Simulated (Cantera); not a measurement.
# Diamond growth

A diamond (100) surface in a fixed gas of H2 with x(CH4) = 0.026, x(H) = 0.0025, at 1050 K, 65.3 Torr; coverages are run to steady state.

Cantera simulation using the Harris–Goodwin 1993 mechanism for the reconstructed diamond (100) surface; the numbers are that mechanism's predictions, not measurements.

```
x(CH3)   growth (µm/h)  θ c6HH  θ c6H*  θ c6*H   θ c6**    θ c6HM
-------  -------------  ------  ------  ------  -------  --------
1e-06           0.0495   0.555  0.0229   0.409   0.0131  0.000154
2.8e-06          0.138   0.555  0.0229   0.409   0.0131  0.000430
7.6e-06          0.375   0.554  0.0229   0.408   0.0131   0.00117
2.1e-05           1.03   0.552  0.0228   0.407   0.0130   0.00321
5.8e-05           2.83   0.548  0.0226   0.404   0.0129   0.00879
0.00016           7.60   0.537  0.0221   0.395   0.0125    0.0236
0.00044           19.5   0.508  0.0208   0.372   0.0115    0.0607
0.0012            45.2   0.445  0.0181   0.324  0.00933     0.141
0.0034            89.5   0.337  0.0134   0.239  0.00580     0.280
```
θ: site fractions in the mechanism's names (c6HH fully hydrogenated, c6H* and c6*H radical sites, c6** diradical, c6HM methylated).
